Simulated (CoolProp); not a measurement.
Vapour-liquid equilibrium of ethylbenzene (1) + o-xylene (2) at 209.25 °C; x and y are mole fractions of (1).

Model: multi-fluid Helmholtz-energy mixture model, Zhou 2012 and Zhou 2012; pair parameters Bell 2016, in CoolProp.

```tsv
x	bubble pressure, mixture model (bar)	bubble pressure, Raoult's law (bar)	y, mixture model	y, Raoult's law
0.05	4.378	4.379	(withheld)	0.059
0.125	4.439	4.439	(withheld)	0.145
0.2	4.503	4.499	0.226	0.229
0.275	4.568	4.559	0.307	0.310
0.35	4.633	4.619	0.387	0.390
0.425	4.698	4.680	0.464	0.467
0.5	4.763	4.740	(withheld)	0.542
0.575	4.826	4.800	0.611	0.616
0.65	4.888	4.860	0.683	0.688
0.725	(withheld)	4.920	0.752	0.758
0.8	5.005	4.981	0.820	0.826
0.875	5.059	5.041	0.888	0.892
0.95	5.109	5.101	0.955	0.957
```

### Question
What belongs in the gaps?

### Answer

- 0.05, y, mixture model: 0.057
- 0.125, y, mixture model: 0.143
- 0.5, y, mixture model: 0.539
- 0.725, bubble pressure, mixture model (bar): 4.948

The largest gap from Raoult's law is +0.6 % in bubble pressure, at x = 0.65. No azeotrope shows between x = 0.05 and 0.95.

Pair parameters are fitted to limited data, so mixtures are less certain than the pure fluids.
